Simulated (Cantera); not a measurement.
A closed system holds: 1 mol V, 0.55 mol NH₃, at 1825 °C and 2.60 mbar.

Method: chemical equilibrium by Gibbs-energy minimisation in Cantera with the NASA 1993 tables (ideal gas, pure condensed phases). Candidate condensed phases: V, VN; 11 gas species. Condensed phases not in the tables: V₂N, N, O or C dissolved in the metal. Kinetics and transport are ignored.

Base state: H₂ 0.703, N₂ 0.243, H 0.0506, V 0.00364 (mole fractions); condensed: V(s).

Question: What changes in the equilibrium state with this change: temperature from 1825 °C to 1175 °C?

Answer: 
```csv
species,before,after
H₂,0.703,1.000
H,0.0506,0.000181
N₂,0.243,5.28e-5
V,0.00364,7.87e-9
"V(s), mol",0.996,0.450
"VN(s), mol",0,0.550
```
Mutual solubility and eutectic melting of coexisting phases are not modelled. VN: taken at fixed stoichiometry.
